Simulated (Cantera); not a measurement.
## Fe₂O₃ + H₂ + N₂ (hydrogen reduction and annealing atmospheres)

A closed system holds: 1 mol Fe₂O₃, 3.2 mol H₂, 21 mol N₂, at 3.90 mbar.

These are equilibrium values from Cantera (NASA tables, ideal gas, pure condensed phases), not measurements of a reactor. Candidate condensed phases: Fe, FeO, Fe(OH)₂, Fe(OH)₃, Fe₂O₃, Fe₃O₄, H₂O; 27 gas species. Mutual solubility and eutectic melting of coexisting phases are not modelled. The tables' stoichiometric FeO is somewhat more stable than real wüstite, so its field is too wide. FeO: taken at fixed stoichiometry. Rates play no part.

```csv
T (°C),log p N₂,log p H₂,log p H₂O,log p Fe,log p H,log p OH,n FeO(s),n Fe(γ),n FeO(l)
852,-2.47,-3.45,-3.79,-11.75,-9.08,-11.70,2.00,0,0
902,-2.47,-3.45,-3.79,-10.91,-8.64,-11.14,2.00,0,0
952,-2.47,-3.45,-3.79,-10.14,-8.23,-10.61,2.00,0,0
1002,-2.47,-3.45,-3.79,-9.44,-7.86,-10.13,2.00,0,0
1052,-2.47,-3.45,-3.79,-8.78,-7.51,-9.69,2.00,0,0
1102,-2.47,-3.45,-3.79,-8.18,-7.19,-9.28,2.00,0,0
1152,-2.47,-3.45,-3.79,-7.62,-6.89,-8.89,2.00,0,0
1202,-2.47,-3.45,-3.79,-7.11,-6.61,-8.54,2.00,0,0
1252,-2.47,-3.45,-3.79,-6.62,-6.35,-8.20,2.00,0,0
1302,-2.47,-3.45,-3.79,-6.17,-6.11,-7.89,2.00,0,0
1352,-2.47,-3.45,-3.79,-5.76,-5.88,-7.59,1.98,0.00696,0
1402,-2.47,-3.46,-3.78,-5.38,-5.66,-7.30,0,0,1.97
1452,-2.47,-3.46,-3.77,-5.05,-5.46,-7.03,0,0,1.94
```
log p: log10 of the partial pressure in bar; n: condensed amount in mol.

From 852 °C to 1302 °C the condensed part is FeO(s). At 1352 °C the condensed part is Fe(γ) + FeO(s). From 1402 °C to 1452 °C the condensed part is FeO(l).
